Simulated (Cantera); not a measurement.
**Iron carbonyl, mercury and lead vapours: Hg + N₂**

Feed: 1 mol Hg, 0.32 mol N₂, held at 275 °C and 1.33 mbar.

Cantera equilibrium calculation (NASA polynomials, part measured and part estimated; ideal gas, pure solids and liquids). Candidate condensed phases: Hg; 3 gas species. Rates play no part.

The x(Hg) is 0.758 and the x(N₂) is 0.242. The gas amount comes out as 1.320 mol and the log10 activity of Hg(l) (absent) is -2.26.
